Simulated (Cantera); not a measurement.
What does this Cantera script print?

```python
import numpy as np
import cantera as ct

gas = ct.Solution("gri30.yaml")
gas.TPX = 1298, 100000, {'CH4': 1, 'H2': 1.2, 'O2': 5.65, 'N2': 21.3}
reactor = ct.IdealGasConstPressureReactor(gas, energy="on", clone=False)
net = ct.ReactorNet([reactor])
net.rtol, net.atol = 1e-08, 1e-16
show = ['CH4', 'H2', 'O2', 'C2H4', 'CO2']
times = np.geomspace(4e-06, 2, 16)

steps = ct.SolutionArray(gas, extra=["t"])
rows = []
print(f"{'t/s':>10s}{'T/K':>9s}{'P/Pa':>11s}" + "".join(f"{s:>11s}" for s in show))
for t in times:
    while net.time < t:
        t_next = net.step()
        steps.append(gas.state, t=t_next)
    rows.append([np.interp(t, steps.t, y) for y in (steps.T, steps.P, *steps(*show).X.T)])
    print(f"{t:10.3e}{rows[-1][0]:9.1f}{rows[-1][1]:11.4g}" + "".join(f"{x:11.3e}" for x in rows[-1][2:]))
rate = np.gradient(steps.T, steps.t)
print("integrator steps:", len(steps.t))
if steps.T.max() > steps.T[0] + 200:
    print(f"time of steepest temperature rise: {steps.t[rate.argmax()]:.4e} s")
gas.TPX = 1298, 100000, {'CH4': 1, 'H2': 1.2, 'O2': 5.65, 'N2': 21.3}
gas.equilibrate("HP")
print(f"equilibrium (HP): T = {gas.T:.1f} K  " + "  ".join(f"{s} {gas[s].X[0]:.3e}" for s in show))
```

Result:

```
       t/s      T/K       P/Pa        CH4         H2         O2       C2H4        CO2
 4.000e-06   1298.0      1e+05  3.431e-02  4.117e-02  1.938e-01  2.194e-16  2.439e-15
 9.594e-06   1298.0      1e+05  3.431e-02  4.117e-02  1.938e-01  1.597e-14  6.630e-14
 2.301e-05   1298.0      1e+05  3.430e-02  4.117e-02  1.938e-01  1.302e-12  2.347e-12
 5.519e-05   1298.0      1e+05  3.430e-02  4.116e-02  1.938e-01  3.165e-10  3.875e-10
 1.324e-04   1302.5      1e+05  3.334e-02  4.061e-02  1.931e-01  8.616e-06  8.148e-06
 3.175e-04   2082.1      1e+05  1.323e-18  3.971e-03  1.034e-01  6.069e-28  2.800e-02
 7.615e-04   2247.2      1e+05  2.433e-20  9.005e-04  1.049e-01  5.813e-31  3.324e-02
 1.826e-03   2265.7      1e+05  1.163e-20  5.754e-04  1.052e-01  1.015e-31  3.393e-02
 4.380e-03   2265.6      1e+05  1.143e-20  5.712e-04  1.051e-01  9.781e-32  3.394e-02
 1.051e-02   2264.9      1e+05  1.132e-20  5.693e-04  1.049e-01  9.608e-32  3.394e-02
 2.520e-02   2263.2      1e+05  1.106e-20  5.650e-04  1.045e-01  9.219e-32  3.395e-02
 6.044e-02   2259.7      1e+05  1.054e-20  5.560e-04  1.036e-01  8.447e-32  3.397e-02
 1.450e-01   2254.0      1e+05  9.736e-21  5.419e-04  1.021e-01  7.313e-32  3.400e-02
 3.477e-01   2249.3      1e+05  9.094e-21  5.302e-04  1.009e-01  6.459e-32  3.403e-02
 8.339e-01   2248.2      1e+05  8.955e-21  5.276e-04  1.007e-01  6.281e-32  3.403e-02
 2.000e+00   2248.2      1e+05  8.952e-21  5.276e-04  1.007e-01  6.278e-32  3.403e-02
integrator steps: 1689
time of steepest temperature rise: 2.2458e-04 s
equilibrium (HP): T = 2248.2 K  CH4 1.391e-20  H2 5.276e-04  O2 1.007e-01  C2H4 8.053e-32  CO2 3.403e-02
```

Cantera simulation using GRI-Mech 3.0 (53 species, 325 reactions); the numbers are that mechanism's predictions, not measurements.
